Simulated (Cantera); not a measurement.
An isothermal, constant-pressure homogeneous reactor starts with 16.3 % CH4, 67.3 % H2O, 16.3 % H2, at 2150 K and 4.93 atm.

Model: GRI-Mech 3.0 (53 species, 325 reactions), integrated in Cantera.

One state of this run: x CH4 = 0.0192; x H2O = 0.529; x H2 = 0.373; x O = 2.96e-7; x CH2CO = 0.000111. x: mole fraction; the columns are a selection and need not sum to one.

Q: Which value of t (s) does it belong to?
A. 5.00e-5
B. 0.000150
C. 0.00136
D. 0.00408

A: B, 0.000150
